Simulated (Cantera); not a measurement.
An adiabatic, constant-pressure homogeneous reactor starts with CH4 : O2 : N2 = 1 : 1.33 : 5.01 (molar parts), equivalence ratio 1.5, at 1798 K and 0.720 bar. Integrator tolerance rtol = 1e-08.

Detailed kinetics in Cantera: GRI-Mech 3.0 (53 species, 325 reactions).

Problem. What does this change do: 0.31 parts H2 added?

Solution. 
```csv
quantity,before,after
time of steepest temperature rise,0.164 ms,0.104 ms
temperature at 0.300 s,2811 K,2799 K
equilibrium temperature,2811 K,2799 K
x(CH4) at 0.300 s,<1e-12 (gas-phase equilibrium <1e-12),<1e-12 (gas-phase equilibrium <1e-12)
x(O2) at 0.300 s,0.00279 (gas-phase equilibrium 0.00279),0.00160 (gas-phase equilibrium 0.00160)
x(NO) at 0.300 s,0.00379 (gas-phase equilibrium 0.00379),0.00277 (gas-phase equilibrium 0.00277)
x(H2) at 0.300 s,0.0746 (gas-phase equilibrium 0.0746),0.0973 (gas-phase equilibrium 0.0973)
x(C2H4) at 0.300 s,<1e-12 (gas-phase equilibrium <1e-12),<1e-12 (gas-phase equilibrium <1e-12)
x(H2O) at 0.300 s,0.146 (gas-phase equilibrium 0.146),0.151 (gas-phase equilibrium 0.151)
```

Problem. What does this change do: initial temperature 1798 to 1500 K?

Solution. 
```json
[
 {"quantity": "time of steepest temperature rise", "before": "0.164 ms", "after": "1.80 ms"},
 {"quantity": "temperature at 0.300 s", "before": "2811 K", "after": "2687 K"},
 {"quantity": "equilibrium temperature", "before": "2811 K", "after": "2687 K"},
 {"quantity": "x(CH4) at 0.300 s", "before": "<1e-12 (gas-phase equilibrium <1e-12)", "after": "<1e-12 (gas-phase equilibrium <1e-12)"},
 {"quantity": "x(O2) at 0.300 s", "before": "0.00279 (gas-phase equilibrium 0.00279)", "after": "0.00124 (gas-phase equilibrium 0.00124)"},
 {"quantity": "x(NO) at 0.300 s", "before": "0.00379 (gas-phase equilibrium 0.00379)", "after": "0.00213 (gas-phase equilibrium 0.00213)"},
 {"quantity": "x(H2) at 0.300 s", "before": "0.0746 (gas-phase equilibrium 0.0746)", "after": "0.0736 (gas-phase equilibrium 0.0736)"},
 {"quantity": "x(C2H4) at 0.300 s", "before": "<1e-12 (gas-phase equilibrium <1e-12)", "after": "<1e-12 (gas-phase equilibrium <1e-12)"},
 {"quantity": "x(H2O) at 0.300 s", "before": "0.146 (gas-phase equilibrium 0.146)", "after": "0.158 (gas-phase equilibrium 0.158)"}
]
```
